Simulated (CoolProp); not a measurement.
Values from CoolProp's reference Helmholtz-energy equation of state, Wagner 2002.

**Question.** Give the vapour pressure (kPa), liquid density (kg/m³), vapour density (kg/m³), liquid viscosity (µPa s) of saturated water at 75.15, 240.95 °C.

**Answer.** 
| T (°C) | p (kPa) | liquid density (kg/m³) | vapour density (kg/m³) | liquid viscosity (µPa s) |
|---|---|---|---|---|
| 75.15 | 38.8 | 975 | 0.244 | 377 |
| 240.95 | 3400 | 812 | 17.0 | 111 |

Viscosity comes from a separate model (Huber 2009).
